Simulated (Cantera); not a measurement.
Charge: 1 mol C2H2, 1.4 mol CO2, 5.9 mol N2, equilibrated at 2398 K and 1 atm.

These are equilibrium values from Cantera (NASA tables, ideal gas, pure condensed phases), not measurements of a reactor. Candidate condensed phases: C, C6H6, C7H8, C8H18, H2O; 136 gas species. Rates play no part.

Base state: N2 0.600, CO 0.288, H2 0.0927, HCN 0.0128, H 0.00477, HNC 0.00133, C2H2 (acetylene) 0.000641, CN 3.28e-5 (mole fractions); condensed: C(graphite).

Problem. What changes in the equilibrium state with this change: temperature from 2398 K to 2275 K?

Solution. 
```json
[
 {"species": "N2", "before": "0.600", "after": "0.602"},
 {"species": "CO", "before": "0.288", "after": "0.288"},
 {"species": "H2", "before": "0.0927", "after": "0.0963"},
 {"species": "HCN", "before": "0.0128", "after": "0.00918"},
 {"species": "CN", "before": "3.28e-5", "after": "1.02e-5"},
 {"species": "C2N2", "before": "2.46e-5", "after": "1.06e-5"},
 {"species": "H", "before": "0.00477", "after": "0.00262"},
 {"species": "C2H2 (acetylene)", "before": "0.000641", "after": "0.000367"},
 {"species": "HNC", "before": "0.00133", "after": "0.000808"},
 {"species": "C(graphite), mol", "before": "0.449", "after": "0.496"}
]
```

Problem. What changes in the equilibrium state with this change: temperature from 2398 K to 1075 K?

Solution. 
```tsv
species	before	after
N2	0.600	0.617
CO	0.288	0.269
H2	0.0927	0.100
HCN	0.0128	3.94e-6
H	0.00477	4.61e-9
C2H2 (acetylene)	0.000641	<1e-9
HNC	0.00133	9.69e-9
CN	3.28e-5	<1e-9
C(graphite), mol	0.449	0.724
```
